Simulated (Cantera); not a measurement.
An adiabatic, constant-pressure homogeneous reactor starts with CH4 : O2 : N2 : H2O = 1.3 : 1.43 : 5.37 : 0.17 (molar parts), equivalence ratio 1.8, at 1475 K and 5.00 bar.

Computed with Cantera and GRI-Mech 3.0 (53 species, 325 reactions).

One state of this run: T (K) = 2592; x CH4 = 8.79e-11; x O2 = 2.54e-5; x H2O = 0.159; x H2O2 = 1.52e-8; x C2H = <1e-12. x: mole fraction; the columns are a selection and need not sum to one.

Question: Which value of t (s) does it belong to?
A. 0.00569
B. 8.64e-5
C. 3.74e-5
D. 7.00e-6

Answer: A, 0.00569
